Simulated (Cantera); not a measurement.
An adiabatic, constant-volume homogeneous reactor starts with 35.3 % H2, 13.6 % O2, 51.1 % N2, equivalence ratio 1.3, at 1275 K and 0.260 bar.

Cantera simulation using GRI-Mech 3.0 (53 species, 325 reactions); the numbers are that mechanism's predictions, not measurements.

Predict: time of steepest temperature rise; temperature at 4.00 s; equilibrium temperature; x(H2) at 4.00 s; x(O2) at 4.00 s; x(H2O) at 4.00 s; x(NO) at 4.00 s; x(NO2) at 4.00 s; x(N2O) at 4.00 s; x(O) at 4.00 s.


```json
{
  "time_of_steepest_temperature_rise": "0.118 ms",
  "temperature at 4.00 s": "2834 K",
  "equilibrium_temperature": "2834 K",
  "x(H2) at 4.00 s": "0.107 (gas-phase equilibrium 0.107)",
  "x(O2) at 4.00 s": "0.00624 (gas-phase equilibrium 0.00624)",
  "x(H2O) at 4.00 s": "0.246 (gas-phase equilibrium 0.246)",
  "x(NO) at 4.00 s": "0.00562 (gas-phase equilibrium 0.00562)",
  "x(NO2) at 4.00 s": "4.59e-7 (gas-phase equilibrium 4.59e-7)",
  "x(N2O) at 4.00 s": "1.93e-7 (gas-phase equilibrium 1.93e-7)",
  "x(O) at 4.00 s": "0.00679 (gas-phase equilibrium 0.00679)"
}
```
